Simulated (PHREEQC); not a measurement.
Solution (11 °C and 300 atm): 1.3 mol CaCl2 and 0.14 mol MgCl2 per kg of water. It is in equilibrium with CO2 at log p = -3.4 (atm). Otherwise closed; pH follows from the charge balance.

Equilibrium calculation in PHREEQC: Pitzer model, pitzer.dat.

No solid was allowed to form.

Q: What pH does the model give?

A: pH 5.45.

Q: In which forms is C present?

A: CO2 86 %, HCO3- 14 % of the C.

In brines, pH and single-ion activities rest on the MacInnes convention. Under pressure, the constants of complexes without a molar volume in the database are unreliable. Away from 25 °C the constants follow the database's enthalpies or fits; those with neither stay at their 25 °C values.
